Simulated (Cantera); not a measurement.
A perfectly stirred reactor is fed with C2H4 : H2 = 1 : 1.1 (molar parts), at 0.0227 atm; it is held at 1773 K, and followed from long to short residence time.

Detailed kinetics in Cantera: GRI-Mech 3.0 (53 species, 325 reactions). GRI-Mech 3.0 was tuned for natural gas; its chemistry of ethylene as a main component is partial and can be far from experiment. GRI-Mech 3.0 stops at C3 and has no aromatics, soot or wall deposition, so with more carbon than oxygen in the feed, carbon stays in small species such as C2H2 where larger ones or solid carbon would form. Radical loss at walls, strong at low pressure, is not modelled.

Question: What does this change do: temperature 1773 to 1125 K?

Answer: 
```
quantity                  before     after
----------------------  --------  --------
x(C2H4) at τ = 21.0 s   0.000161     0.322
x(H2) at τ = 21.0 s        0.676     0.564
x(C2H2) at τ = 21.0 s      0.322     0.102
x(H) at τ = 21.0 s       0.00149   1.94e-6
x(CH4) at τ = 21.0 s    0.000491    0.0109
x(C2H4) at τ = 35.0 ms    0.0717     0.476
x(H2) at τ = 35.0 ms       0.654     0.524
x(C2H2) at τ = 35.0 ms     0.274   5.40e-6
x(H) at τ = 35.0 ms     0.000104  6.98e-10
x(CH4) at τ = 35.0 ms    6.71e-5  4.52e-11
```

Question: What does this change do: C2H4 1 to 8.5 parts?

Answer: 
```tsv
quantity	before	after
x(C2H4) at τ = 21.0 s	0.000161	0.000192
x(H2) at τ = 21.0 s	0.676	0.529
x(C2H2) at τ = 21.0 s	0.322	0.469
x(H) at τ = 21.0 s	0.00149	0.00131
x(CH4) at τ = 21.0 s	0.000491	0.000426
x(C2H4) at τ = 35.0 ms	0.0717	0.118
x(H2) at τ = 35.0 ms	0.654	0.475
x(C2H2) at τ = 35.0 ms	0.274	0.407
x(H) at τ = 35.0 ms	0.000104	8.12e-5
x(CH4) at τ = 35.0 ms	6.71e-5	7.46e-5
```
